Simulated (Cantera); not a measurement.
Input (Python, Cantera) and output of one run.

```python
import numpy as np
import cantera as ct

gas_names = """
    C CH CH2 CH3 CH2OH CH3O CH4 CH3OH CO CO2 COOH C2 C2H CHCO,ketyl C2H2,acetylene C2H2,vinylidene
    CH2CO,ketene C2H3,vinyl CH3CO,acetyl C2H4 C2H4O,ethylen CH3CHO,ethanal CH3COOH (HCOOH)2 C2H5 C2H6
    CH3OCH3 C2H5OH C2O C3 C3H3,propargyl C3H4,allene C3H4,propyne C3H4,cyclo- C3H5,allyl C3H6,propylene
    C3H6,cyclo- C3H6O C3H7,n-propyl C3H7,i-propyl C3H8 C3H8O,1propanol C3H8O,2propanol C3O2 C4 C4H2
    C4H4,1,3-cyclo- C4H6,butadiene C4H6,2-butyne C4H6,cyclo- C4H8,1-butene C4H8,cis2-buten
    C4H8,tr2-butene C4H8,isobutene C4H8,cyclo- (CH3COOH)2 C4H9,n-butyl C4H9,i-butyl C4H9,s-butyl
    C4H9,t-butyl C4H10,isobutane C4H10,n-butane C5 C5H6,1,3cyclo- C5H8,cyclo- C5H10,1-pentene
    C5H10,cyclo- C5H11,pentyl C5H11,t-pentyl C5H12,n-pentane C5H12,i-pentane CH3C(CH3)2CH3 C6H2
    C6H5,phenyl C6H5O,phenoxy C6H6 C6H5OH,phenol C6H10,cyclo- C6H12,1-hexene C6H12,cyclo- C6H13,n-hexyl
    C7H7,benzyl C7H8 C7H8O,cresol C7H14,1-heptene C7H15,n-heptyl C7H16,n-heptane C8H8,styrene
    C8H10,ethylbenz C8H16,1-octene C8H17,n-octyl C8H18,isooctane C8H18,n-octane C9H19,n-nonyl
    C10H8,naphthale C10H21,n-decyl C12H9,o-bipheny C12H10,bipheny H HCO HO2 H2 HCHO,formaldehy HCOOH H2O
    H2O2 O OH O2 O3 Si SiC SiC2 SiC4H12 SiH SiH2 SiH3 SiH4 SiO SiO2 Si2 Si2C Si3
""".split()
cond_names = """
    C(gr) C6H6(L) C7H8(L) C8H18(L),n-octa H2O(s) H2O(L) Si(cr) Si(L) SiC(b) SiO2(Lqz) SiO2(hqz) SiO2(L)
""".split()


def load(file, names, dense=False):
    # The tables refer to 1 bar. Condensed volumes are neglected.
    table = {s.name: s for s in ct.Species.list_from_file(file)}
    out = []
    for n in names:
        d = dict(table[n].input_data)
        d["thermo"] = dict(d["thermo"], **{"reference-pressure": 1e5})
        if dense:
            d["equation-of-state"] = {"model": "constant-volume", "density": "1e6 g/cm^3"}
        out.append(ct.Species.from_dict(d))
    return out


gas = ct.Solution(thermo="ideal-gas", species=load("nasa_gas.yaml", gas_names))
cond = {s.name: ct.Solution(thermo="fixed-stoichiometry", species=[s], name=s.name)
        for s in load("nasa_condensed.yaml", cond_names, dense=True)}
atoms = {
    'Si': {'Si': 1},
    'O2': {'O': 2},
    'H2': {'H': 2},
    'CO2': {'C': 1, 'O': 2},
}
top_T = {'C(gr)': 4500, 'SiC(b)': 3050}  # K; cautious upper limits of use, not melting points


def equilibrate(T, P, feed):
    n = {}
    for name, mol in feed.items():
        for a, k in atoms[name].items():
            n[a] = n.get(a, 0.0) + k * mol
    gas.TPX = T, P, n
    mass = sum(n.values()) * gas.mean_molecular_weight
    gas.equilibrate("TP")
    valid = [c for c in cond.values() if c.min_temp <= T <= top_T.get(c.name, c.max_temp)]
    mix = ct.Mixture([(gas, mass / gas.mean_molecular_weight)] + [(c, 0.0) for c in valid])
    mix.T, mix.P = T, P
    mix.equilibrate("TP", solver="vcs", rtol=1e-11, max_steps=5000)
    return mix


results = []
feed = {'Si': 1, 'O2': 0.0028, 'H2': 11, 'CO2': 5.4}  # mol
P = 330000  # Pa
for T in [725, 800, 875, 950, 1025, 1100, 1175, 1250]:
    mix = equilibrate(T, P, feed)
    results.append((T, P, feed, dict(zip(mix.species_names, mix.species_moles))))

top = {s: max(r[3][s] / sum(r[3][g] for g in gas_names) for r in results) for s in gas_names}
cols = sorted((s for s in top if top[s] > 1e-05), key=lambda s: -top[s])[:6]
seen = [c for c in cond_names if any(r[3].get(c, 0) > 1e-12 for r in results)]
print("log10 of partial pressures in bar; condensed amounts in mol")
print(f"{'T/K':>10s}" + "".join(f"{s[:9]:>10s}" for s in cols + seen))
for T, P, feed, n in results:
    ng = sum(n[g] for g in gas_names)
    print(f"{T:10.4g}" + "".join(f"{np.log10(max(n[s] / ng * P / 1e5, 1e-99)):10.3f}" for s in cols)
          + "".join(f"{n.get(c, 0):10.4g}" for c in seen))
```

Result:

```
log10 of partial pressures in bar; condensed amounts in mol
       T/K        H2       H2O        CO       CH4       CO2     C(gr) SiO2(Lqz) SiO2(hqz)
       725    -0.413     0.182    -1.689    -0.116    -0.217    0.9446         1         0
       800    -0.162     0.106    -1.101    -0.196    -0.208    0.8644         1         0
       875     0.016    -0.008    -0.635    -0.327    -0.238     0.641         0         1
       950     0.131    -0.180    -0.281    -0.514    -0.339  0.001639         0         1
      1025     0.207    -0.275    -0.134    -0.949    -0.503         0         0         1
      1100     0.232    -0.312    -0.075    -1.560    -0.626         0         0         1
      1175     0.234    -0.306    -0.053    -2.222    -0.700         0         0         1
      1250     0.231    -0.291    -0.041    -2.839    -0.756         0         0         1
```

Equilibrium computed with Cantera from the NASA thermochemical tables; the gas is ideal and each condensed phase is pure. The tables hold silica as quartz up to 1696 K and as liquid above; real silica turns to tridymite and cristobalite and melts near 1996 K. Gases not in the tables: Si(OH)4.
